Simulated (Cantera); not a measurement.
**NO annealing gas**

An isothermal, constant-pressure homogeneous reactor starts with NO : N2 = 1 : 1.3 (molar parts), at 1950 K and 1.00 bar.

Model: GRI-Mech 3.0 (53 species, 325 reactions), integrated in Cantera.

```
t (s)       x NO   x N2       x O      x O2     x NO2
--------  ------  -----  --------  --------  --------
1.00e-6    0.435  0.565   1.48e-7  3.84e-11   3.00e-9
4.90e-6    0.435  0.565   6.77e-7  8.81e-10   6.78e-8
2.40e-5    0.435  0.565   2.47e-6   1.78e-8   1.24e-6
0.000118   0.435  0.565   6.65e-6   3.33e-7   1.27e-5
0.000577   0.435  0.565   2.36e-5   1.34e-5   7.62e-5
0.00283    0.434  0.566   4.08e-5  0.000334  0.000145
0.0139     0.430  0.568   4.54e-5   0.00220  0.000162
0.0679     0.412  0.577   6.24e-5    0.0112  0.000219
0.333      0.334  0.615  0.000108    0.0499  0.000317
1.63       0.140  0.712  0.000176     0.147  0.000221
8.00      0.0165  0.774  0.000208     0.209   3.10e-5
```
x: mole fraction; the columns are a selection and need not sum to one.

Equilibrium at this temperature and pressure: NO 0.00670, N2 0.779, O 0.000210, O2 0.214, NO2 1.27e-5 (gas phase only).
